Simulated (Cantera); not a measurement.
A freely propagating, adiabatic, planar premixed flame of CH4 : CO : O2 : N2 = 1 : 0.079 : 3 : 11.3 (molar parts), equivalence ratio 0.68, unburnt at 450 K and 2.30 bar; mixture-averaged transport, grid criteria slope 0.08 and curve 0.16, no radiation.

Detailed kinetics in Cantera: GRI-Mech 3.0 (53 species, 325 reactions). Burning velocities carry a grid error of a few per cent, more on coarse grids.

Q: What does this change do: N2 11.3 to 14 parts?

A: 
```json
[
 {"quantity": "laminar burning velocity", "before": "29.4 cm/s", "after": "15.5 cm/s"},
 {"quantity": "thermal thickness", "before": "0.308 mm", "after": "0.503 mm"},
 {"quantity": "peak x(C2H6)", "before": "0.000364", "after": "0.000270"},
 {"quantity": "peak x(CH3)", "before": "0.000640", "after": "0.000343"}
]
```
